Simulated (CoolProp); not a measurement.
A simple Rankine cycle with cyclopropane: condensing at 311.15 K, boiler at 2.95 MPa, turbine inlet 366.2 K, turbine efficiency 0.65, pump efficiency 0.8, no recuperator. Each further row changes one setting.

The numbers come from the reference Helmholtz-energy equation of state, Polt 1992 in CoolProp. This equation is an older, rougher fit; its heat capacities, sound speeds and derivatives of the liquid may be far off and weren't checked against measurements.

```
case                             thermal efficiency (%)  net work (kJ/kg)  heat in (kJ/kg)  turbine exit temperature (K)  volume ratio over the turbine
-------------------------------  ----------------------  ----------------  ---------------  ----------------------------  -----------------------------
as stated                                           7.4              30.9              419                         314.5                           3.08
turbine inlet 386.2 K                               7.7              36.0              470                         340.3                           3.00
condensing temperature 303.15 K                     8.5              37.1              437                         306.4                           3.75
boiler pressure 2.06 MPa                            5.4              24.4              452                         336.7                           2.04
turbine efficiency 0.55                             6.1              25.5              419                         317.6                           3.13
```
